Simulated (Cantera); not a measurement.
# Ammonia decomposition in nitride growth gas

An isothermal, constant-pressure homogeneous reactor starts with NH₃ : H₂ = 1 : 13 (molar parts), at 2025 K and 0.178 atm.

Computed with Cantera and the gas-phase N/H chemistry of the illustrative SiF4/NH3 mechanism in the Surface Chemkin manual (1991). Walls and surfaces, which speed up NH3 decomposition in real reactors, are not modelled.

```json
[
 {"t (s)": "0.000500", "x NH₃": "0.0714", "x H₂": "0.928", "x N₂": "1.40e-7", "x NH₂": "3.65e-5", "x N₂H₂": "2.70e-9", "x H": "0.000161"},
 {"t (s)": "0.00113", "x NH₃": "0.0713", "x H₂": "0.928", "x N₂": "2.59e-6", "x NH₂": "8.14e-5", "x N₂H₂": "1.88e-8", "x H": "0.000361"},
 {"t (s)": "0.00256", "x NH₃": "0.0711", "x H₂": "0.928", "x N₂": "4.48e-5", "x NH₂": "0.000168", "x N₂H₂": "1.20e-7", "x H": "0.000746"},
 {"t (s)": "0.00580", "x NH₃": "0.0702", "x H₂": "0.928", "x N₂": "0.000442", "x NH₂": "0.000239", "x N₂H₂": "3.10e-7", "x H": "0.00108"},
 {"t (s)": "0.0131", "x NH₃": "0.0675", "x H₂": "0.929", "x N₂": "0.00170", "x NH₂": "0.000241", "x N₂H₂": "3.22e-7", "x H": "0.00113"},
 {"t (s)": "0.0297", "x NH₃": "0.0617", "x H₂": "0.933", "x N₂": "0.00442", "x NH₂": "0.000227", "x N₂H₂": "2.92e-7", "x H": "0.00117"},
 {"t (s)": "0.0673", "x NH₃": "0.0504", "x H₂": "0.938", "x N₂": "0.00970", "x NH₂": "0.000199", "x N₂H₂": "2.33e-7", "x H": "0.00126"},
 {"t (s)": "0.152", "x NH₃": "0.0319", "x H₂": "0.948", "x N₂": "0.0183", "x NH₂": "0.000147", "x N₂H₂": "1.42e-7", "x H": "0.00149"},
 {"t (s)": "0.345", "x NH₃": "0.0110", "x H₂": "0.959", "x N₂": "0.0281", "x NH₂": "7.38e-5", "x N₂H₂": "4.58e-8", "x H": "0.00220"},
 {"t (s)": "0.781", "x NH₃": "0.000982", "x H₂": "0.962", "x N₂": "0.0328", "x NH₂": "1.24e-5", "x N₂H₂": "1.97e-9", "x H": "0.00415"},
 {"t (s)": "1.77", "x NH₃": "0.000167", "x H₂": "0.962", "x N₂": "0.0332", "x NH₂": "2.28e-6", "x N₂H₂": "6.93e-11", "x H": "0.00447"},
 {"t (s)": "4.00", "x NH₃": "5.64e-5", "x H₂": "0.962", "x N₂": "0.0332", "x NH₂": "7.70e-7", "x N₂H₂": "7.94e-12", "x H": "0.00448"}
]
```
x: mole fraction; the columns are a selection and need not sum to one.

Equilibrium at this temperature and pressure: NH₃ 5.96e-7, H₂ 0.962, N₂ 0.0333, NH₂ 8.14e-9, N₂H₂ <1e-12, H 0.00448 (gas phase only).
